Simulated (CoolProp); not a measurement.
Vapour-liquid equilibrium of propylene (1) + acetone (2) at 0.411 MPa; x and y are mole fractions of (1).

Values from CoolProp's multi-fluid Helmholtz-energy mixture model, Lemmon 2013 and Lemmon 2006; pair parameters Bell 2016.

```csv
x,bubble temperature (°C),y at the bubble point,dew temperature at overall composition x (°C),liquid density (mol/L)
0.05,[?],0.571,101.7,12.49
0.2,19.5,0.944,[?],[?]
0.35,3.7,0.976,87.2,13.67
0.5,-1.7,0.983,[?],13.65
0.65,-4.1,[?],66.5,13.55
0.8,-6.4,0.990,50.2,[?]
0.95,-9.8,0.996,17.2,13.37
```

Question: What belongs in the gaps?

Answer: 
- 0.05, bubble temperature (°C): 73.0
- 0.2, dew temperature at overall composition x (°C): 94.9
- 0.2, liquid density (mol/L): 13.46
- 0.5, dew temperature at overall composition x (°C): 78.0
- 0.65, y at the bubble point: 0.986
- 0.8, liquid density (mol/L): 13.44

No azeotrope shows between x = 0.05 and 0.95.

Pair parameters are fitted to limited data, so mixtures are less certain than the pure fluids. With so large a gap from Raoult's law the liquid may split in two, which this calculation doesn't test in full.
